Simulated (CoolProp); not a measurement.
CH3F (R41) along the isobar 416 kPa: density (kg/m³) from the reference equation and from simpler models built on Tc = 317.3 K, pc = 5906 kPa, ω = 0.200; each cubic takes its own stable root.

Computed with CoolProp (reference Helmholtz-energy equation of state, Lemmon 2006). It is a short technical equation, of lower accuracy than the large ones.

```csv
T (K),phase,reference
178.8,liquid,914.1
186.8,liquid,898.1
194.8,liquid,881.6
202.8,liquid,864.6
210.8,liquid,847.1
218.8,liquid,828.8
226.8,gas,8.325
234.8,gas,7.923
242.8,gas,7.572
250.7,gas,7.265
258.7,gas,6.986
266.7,gas,6.732
274.7,gas,6.500
```

### Question
How far does each simpler model (van der Waals, Redlich-Kwong, Soave-Redlich-Kwong, Peng-Robinson) lie from the reference over these 13 states: mean and median of the absolute difference, and the worst?

### Answer
- van der Waals: mean 43.4 %, median 5.3 %, worst -99.0 % at 218.8 K and 416 kPa
- Redlich-Kwong: mean 17.3 %, median 3.6 %, worst -99.0 % at 218.8 K and 416 kPa
- Soave-Redlich-Kwong: mean 10.4 %, median 3.1 %, worst -20.8 % at 218.8 K and 416 kPa
- Peng-Robinson: mean 5.5 %, median 2.7 %, worst -10.6 % at 178.8 K and 416 kPa

At some of these states van der Waals, Redlich-Kwong gives the other phase, because its saturation line lies elsewhere.
